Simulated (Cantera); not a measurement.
A freely propagating, adiabatic, planar premixed flame of CH4 : O2 : N2 = 1 : 2.78 : 10.4 (molar parts), equivalence ratio 0.72, unburnt at 300 K and 1000000 Pa; mixture-averaged transport, grid criteria slope 0.08 and curve 0.16, no radiation.

Detailed kinetics in Cantera: GRI-Mech 3.0 (53 species, 325 reactions). Burning velocities carry a grid error of a few per cent, more on coarse grids.

Problem. How do the results move with these cheaper or finer settings: unity-Lewis-number transport; multicomponent transport; multicomponent+Soret transport; grid criteria slope 0.5, curve 1; grid criteria slope 0.25, curve 0.5; grid criteria slope 0.03, curve 0.06?

Solution. 
```
setting                               laminar burning velocity  thermal thickness  peak x(HCO)  peak x(CH3)  grid points
------------------------------------  ------------------------  -----------------  -----------  -----------  -----------
as above                                             6.41 cm/s           0.184 mm      2.06e-6     0.000327          131
unity-Lewis-number transport                         6.44 cm/s           0.178 mm      2.44e-6     0.000352          125
multicomponent transport                             6.54 cm/s           0.184 mm      2.11e-6     0.000333          131
multicomponent+Soret transport                       6.46 cm/s           0.186 mm      2.07e-6     0.000328          131
grid criteria slope 0.5, curve 1                     6.77 cm/s           0.206 mm      1.82e-6     0.000301           29
grid criteria slope 0.25, curve 0.5                  6.57 cm/s           0.193 mm      1.93e-6     0.000312           50
grid criteria slope 0.03, curve 0.06                 6.35 cm/s           0.180 mm      2.10e-6     0.000332          305
```
The base run took very roughly 15 core-seconds.
Unity Lewis numbers drop preferential diffusion, which matters most where H2 and H carry the flame; Soret adds thermal diffusion.
